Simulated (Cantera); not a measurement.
**Equilibrium for roasting and sulfation: MgO + H2S + N2**

Input: 1 mol MgO, 5 mol H2S, 49 mol N2, equilibrated at 0.120 bar.

These are equilibrium values from Cantera (NASA tables, ideal gas, pure condensed phases), not measurements of a reactor. Candidate condensed phases: H2O, H2SO4, Mg, MgO, Mg(OH)2, MgS, MgSO4, S; 43 gas species. Mutual solubility and eutectic melting of coexisting phases are not modelled. Gases not in the tables: S3 to S7. Equilibrium is a limit: real reactors are often held back by kinetics, nucleation or transport.

```
T (K)   x N2    x H2    x H2S    x S2    x H2O      x SH       x S       x H  n MgO(s)  n MgS(s)
-----  -----  ------  -------  ------  -------  --------  --------  --------  --------  --------
1048   0.897  0.0220   0.0662  0.0110  0.00332   1.92e-5   6.89e-9   3.31e-9     0.819     0.181
1148   0.892  0.0345   0.0527  0.0172  0.00371   6.35e-5   7.49e-8   3.84e-8     0.796     0.204
1248   0.886  0.0472   0.0395  0.0235  0.00367  0.000162   5.39e-7   2.93e-7     0.797     0.203
1348   0.881  0.0581   0.0283  0.0290  0.00333  0.000340   2.81e-6   1.61e-6     0.814     0.186
1448   0.877  0.0666   0.0198  0.0331  0.00285  0.000614   1.14e-5   6.86e-6     0.840     0.160
1548   0.874  0.0725   0.0138  0.0360  0.00237  0.000995   3.82e-5   2.39e-5     0.866     0.134
1648   0.872  0.0765  0.00975  0.0378  0.00194   0.00149  0.000109   7.11e-5     0.889     0.110
1748   0.871  0.0791  0.00700  0.0389  0.00159   0.00209  0.000275  0.000186     0.908    0.0857
```
x: gas mole fraction; n: condensed amount in mol.

From 1048 K to 1748 K the condensed part is MgO(s) + MgS(s).
